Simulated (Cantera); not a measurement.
Feed: 1 mol TEOS, a varied amount of NO, equilibrated at 900 K and 0.100 bar.

Equilibrium computed with Cantera from the NASA thermochemical tables; the gas is ideal and each condensed phase is pure. Candidate condensed phases: C, C6H6, C7H8, C8H18, H2O, Si, SiC, SiO2, Si2N2O, Si3N4; 151 gas species. The feed counts by its element totals alone. Kinetics and transport are ignored.

log p: log10 of the partial pressure in bar; n: condensed amount in mol.

```tsv
n(NO) (mol)	log p H2	log p N2	log p H2O	log p CO	log p CO2	log p O2	log p CH4	n C(graphite)	n SiO2(β-quartz)
0.54	-1.12	-2.65	-2.54	-1.81	-2.87	<-13	-2.74	5.75	1.00
0.89	-1.13	-2.45	-2.52	-1.77	-2.80	<-13	-2.78	5.48	1.00
1.5	-1.16	-2.25	-2.50	-1.72	-2.70	<-13	-2.83	?	1.00
2.4	-1.20	-2.08	-2.48	-1.66	-2.58	<-13	-2.91	?	1.00
3.9	-1.26	-1.93	-2.47	-1.60	-2.45	<-13	-3.02	?	1.00
6.4	-1.34	-1.79	-2.49	-1.53	-2.32	<-13	-3.18	?	1.00
10	-1.44	-1.66	-2.16	-1.62	-1.97	<-13	-3.90	0	1.00
17	-1.75	-1.49	-1.70	-2.07	-1.66	<-13	-5.73	0	1.00
28	-11.91	-1.39	-1.53	-12.37	-1.63	-2.23	<-13	0	1.00
```

**Question.** Fill in the missing entries.

**Answer.** 
- 1.5, n C(graphite): 5.00
- 2.4, n C(graphite): 4.28
- 3.9, n C(graphite): 3.09
- 6.4, n C(graphite): 1.08
